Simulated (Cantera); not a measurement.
Input (Python, Cantera) and output of one run.

```python
import numpy as np
import cantera as ct

gas_names = """
    AL ALC ALH ALN AL2 C CH CH2 CH3 CH4 CN C2 C2H C2H2,acetylene C2H2,vinylidene C2H3,vinyl CH3CN C2H4
    C2H5 C2H6 CCN CNC C2N2 C3 C3H3,propargyl C3H4,allene C3H4,propyne C3H4,cyclo- C3H5,allyl
    C3H6,propylene C3H6,cyclo- C3H7,n-propyl C3H7,i-propyl C3H8 C4 C4H2 C4H4,1,3-cyclo- C4H6,butadiene
    C4H6,2-butyne C4H6,cyclo- C4H8,1-butene C4H8,cis2-buten C4H8,tr2-butene C4H8,isobutene C4H8,cyclo-
    C4H9,n-butyl C4H9,i-butyl C4H9,s-butyl C4H9,t-butyl C4H10,isobutane C4H10,n-butane C4N2 C5
    C5H6,1,3cyclo- C5H8,cyclo- C5H10,1-pentene C5H10,cyclo- C5H11,pentyl C5H11,t-pentyl C5H12,n-pentane
    C5H12,i-pentane CH3C(CH3)2CH3 C6H2 C6H5,phenyl C6H6 C6H10,cyclo- C6H12,1-hexene C6H12,cyclo-
    C6H13,n-hexyl C7H7,benzyl C7H8 C7H14,1-heptene C7H15,n-heptyl C7H16,n-heptane C8H8,styrene
    C8H10,ethylbenz C8H16,1-octene C8H17,n-octyl C8H18,isooctane C8H18,n-octane C9H19,n-nonyl
    C10H8,naphthale C10H21,n-decyl C12H9,o-bipheny C12H10,bipheny H HCN HCCN HNC H2 N NH NH2 NH3 N2 N2H2
    N2H4
""".split()
cond_names = """
    AL(cr) AL(L) ALN(s) C(gr) C6H6(L) C7H8(L) C8H18(L),n-octa
""".split()


def load(file, names, dense=False):
    # The tables refer to 1 bar. Condensed volumes are neglected.
    table = {s.name: s for s in ct.Species.list_from_file(file)}
    out = []
    for n in names:
        d = dict(table[n].input_data)
        d["thermo"] = dict(d["thermo"], **{"reference-pressure": 1e5})
        if dense:
            d["equation-of-state"] = {"model": "constant-volume", "density": "1e6 g/cm^3"}
        out.append(ct.Species.from_dict(d))
    return out


gas = ct.Solution(thermo="ideal-gas", species=load("nasa_gas.yaml", gas_names))
cond = {s.name: ct.Solution(thermo="fixed-stoichiometry", species=[s], name=s.name)
        for s in load("nasa_condensed.yaml", cond_names, dense=True)}
atoms = {
    'Al(CH3)3': {'AL': 1, 'C': 3, 'H': 9},
    'NH3': {'N': 1, 'H': 3},
    'N2': {'N': 2},
}
top_T = {'ALN(s)': 2750, 'C(gr)': 4500}  # K; cautious upper limits of use, not melting points


def equilibrate(T, P, feed):
    n = {}
    for name, mol in feed.items():
        for a, k in atoms[name].items():
            n[a] = n.get(a, 0.0) + k * mol
    gas.TPX = T, P, n
    mass = sum(n.values()) * gas.mean_molecular_weight
    gas.equilibrate("TP")
    valid = [c for c in cond.values() if c.min_temp <= T <= top_T.get(c.name, c.max_temp)]
    mix = ct.Mixture([(gas, mass / gas.mean_molecular_weight)] + [(c, 0.0) for c in valid])
    mix.T, mix.P = T, P
    mix.equilibrate("TP", solver="vcs", rtol=1e-11, max_steps=5000)
    return mix


results = []
feed = {'Al(CH3)3': 1, 'NH3': 12, 'N2': 220}  # mol
P = 1600  # Pa
for T in [1473, 1573, 1673, 1773, 1873, 1973, 2073, 2173]:
    mix = equilibrate(T, P, feed)
    results.append((T, P, feed, dict(zip(mix.species_names, mix.species_moles))))

top = {s: max(r[3][s] / sum(r[3][g] for g in gas_names) for r in results) for s in gas_names}
cols = sorted((s for s in top if top[s] > 1e-06), key=lambda s: -top[s])[:9]
seen = [c for c in cond_names if any(r[3].get(c, 0) > 1e-12 for r in results)]
print("log10 of partial pressures in bar; condensed amounts in mol")
print(f"{'T/K':>10s}" + "".join(f"{s[:9]:>10s}" for s in cols + seen))
for T, P, feed, n in results:
    ng = sum(n[g] for g in gas_names)
    print(f"{T:10.4g}" + "".join(f"{np.log10(max(n[s] / ng * P / 1e5, 1e-99)):10.3f}" for s in cols)
          + "".join(f"{n.get(c, 0):10.4g}" for c in seen))
```

Result:

```
log10 of partial pressures in bar; condensed amounts in mol
       T/K        N2        H2         H       HCN        AL       HNC C2H2,acet       ALH        CN    ALN(s)     C(gr)
      1473    -1.837    -2.839    -6.317    -5.398    -9.697    -7.210    -8.026   -10.988   -11.238         1     2.937
      1573    -1.837    -2.840    -5.811    -5.101    -8.261    -6.776    -7.525    -9.718   -10.254    0.9999     2.874
      1673    -1.837    -2.841    -5.364    -4.841    -7.000    -6.395    -7.085    -8.602    -9.388    0.9984     2.767
      1773    -1.838    -2.844    -4.968    -4.611    -5.883    -6.058    -6.698    -7.615    -8.621    0.9793       2.6
      1873    -1.838    -2.849    -4.615    -4.407    -4.887    -5.760    -6.355    -6.736    -7.937    0.7957     2.351
      1973    -1.840    -2.859    -4.299    -4.228    -4.198    -5.495    -6.053    -6.155    -7.324         0     1.997
      2073    -1.842    -2.872    -4.016    -4.068    -4.198    -5.258    -5.784    -6.255    -6.770         0      1.52
      2173    -1.843    -2.892    -3.763    -3.927    -4.198    -5.047    -5.548    -6.350    -6.268         0    0.9034
```

Cantera equilibrium calculation (NASA polynomials, part measured and part estimated; ideal gas, pure solids and liquids). The feed counts by its element totals alone.
